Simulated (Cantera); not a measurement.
A perfectly stirred reactor is fed with CH3OH : O2 : N2 = 1 : 1.15 : 4.34 (molar parts), at 63000 Pa; it is adiabatic with a 600 K inlet, and is followed from long to short residence time, starting on the burning branch (τ in s: 0.25, 0.084, 0.028, 0.0094, 0.0032, 0.0011, 0.00036, 0.00012, 4e-05, 1.4e-05).

Detailed kinetics in Cantera: GRI-Mech 3.0 (53 species, 325 reactions). GRI-Mech 3.0 was tuned for natural gas; its chemistry of methanol as a main component is partial and can be far from experiment.

**Question.** What does this change do: pressure from 63000 Pa to 100000 Pa?

**Answer.** 
| quantity | before | after |
|---|---|---|
| blow-out, bracketed by the residence times tried | burning at 0.120 ms, out at 40.0 µs | burning at 0.120 ms, out at 40.0 µs |
| x(CH3OH) at τ = 0.250 s | 4.96e-7 | 4.01e-7 |
| x(O2) at τ = 0.250 s | 0.000441 | 0.000265 |
| x(NO) at τ = 0.250 s | 0.000427 | 0.000362 |
| x(CH2CO) at τ = 0.250 s | 4.94e-10 | 6.96e-10 |
| x(O) at τ = 0.250 s | 0.000151 | 8.80e-5 |
| x(CH3OH) at τ = 1.10 ms | 2.89e-5 | 2.16e-5 |
| x(O2) at τ = 1.10 ms | 0.00625 | 0.00475 |
| x(NO) at τ = 1.10 ms | 8.97e-5 | 0.000116 |
| x(CH2CO) at τ = 1.10 ms | 2.08e-8 | 1.90e-8 |
| x(O) at τ = 1.10 ms | 0.00230 | 0.00166 |

**Question.** What does this change do: pressure from 63000 Pa to 1000000 Pa?

**Answer.** 
```tsv
quantity	before	after
blow-out, bracketed by the residence times tried	burning at 0.120 ms, out at 40.0 µs	burning at 14.0 µs, the shortest tried
x(CH3OH) at τ = 0.250 s	4.96e-7	1.22e-7
x(O2) at τ = 0.250 s	0.000441	2.65e-5
x(NO) at τ = 0.250 s	0.000427	0.000133
x(CH2CO) at τ = 0.250 s	4.94e-10	2.23e-9
x(O) at τ = 0.250 s	0.000151	7.43e-6
x(CH3OH) at τ = 1.10 ms	2.89e-5	9.82e-6
x(O2) at τ = 1.10 ms	0.00625	0.000612
x(NO) at τ = 1.10 ms	8.97e-5	0.000142
x(CH2CO) at τ = 1.10 ms	2.08e-8	7.73e-8
x(O) at τ = 1.10 ms	0.00230	8.71e-5
```
